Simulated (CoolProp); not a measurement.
Vapour-liquid equilibrium of R125 (1) + isobutane (2) at 315 K; x and y are mole fractions of (1).

Values from CoolProp's multi-fluid Helmholtz-energy mixture model, Lemmon 2005 and Bücker 2006; pair parameters Bell 2016.

```tsv
x	bubble pressure (kPa)	y at the bubble point	dew pressure at overall composition x (kPa)	liquid density (mol/L)
0.05	750.4	0.256	587.5	9.077
0.15	1077	0.489	657.4	9.027
0.25	1329	0.599	744.9	8.961
0.35	1521	0.663	857.0	8.881
0.45	1669	0.708	1005	8.793
0.55	1788	0.746	1206	8.706
0.65	1890	0.784	1480	8.636
0.75	1980	0.826	1798	8.610
0.85	2054	0.880	2018	8.660
0.95	2098	0.953	2097	8.820
```

No azeotrope shows between x = 0.05 and 0.95.

The pair parameters rest on a limited set of measurements; away from them the model extrapolates.
